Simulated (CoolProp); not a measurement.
Vapour pressure (bar) of R1234yf: the reference equation beside estimates from Tc = 367.8 K, pc = 33.84 bar, ω = 0.276. Clausius-Clapeyron is anchored at 223 K with a constant enthalpy of vaporisation of 21.84 kJ/mol.

The numbers come from the reference Helmholtz-energy equation of state, Lemmon 2022 in CoolProp.

```tsv
T (K)	reference	Clausius-Clapeyron	van der Waals	Soave-Redlich-Kwong	Peng-Robinson
172	0.008556	…	0.5888	0.008254	…
189	0.03930	0.04439	1.128	0.03804	0.04074
206	0.1344	0.1397	1.951	0.1312	0.1366
223	0.3693	0.3693	3.120	0.3635	…
240	0.8589	0.8505	4.691	0.8525	0.8582
257	1.757	1.754	6.718	1.757	1.752
274	3.251	3.307	9.246	…	3.242
291	5.557	5.789	12.32	5.623	5.553
308	8.918	9.526	15.97	9.058	8.937
```

Task: Complete the blanks.

Result: 
- 172, Clausius-Clapeyron: 0.01124
- 172, Peng-Robinson: 0.009186
- 223, Peng-Robinson: 0.3711
- 274, Soave-Redlich-Kwong: 3.272

Absolute difference from the reference over all 9 rows, mean and median: Clausius-Clapeyron 6.9 and 3.9 %, van der Waals 1418.0 and 446.2 %, Soave-Redlich-Kwong 1.6 and 1.6 %, Peng-Robinson 1.6 and 0.3 %.
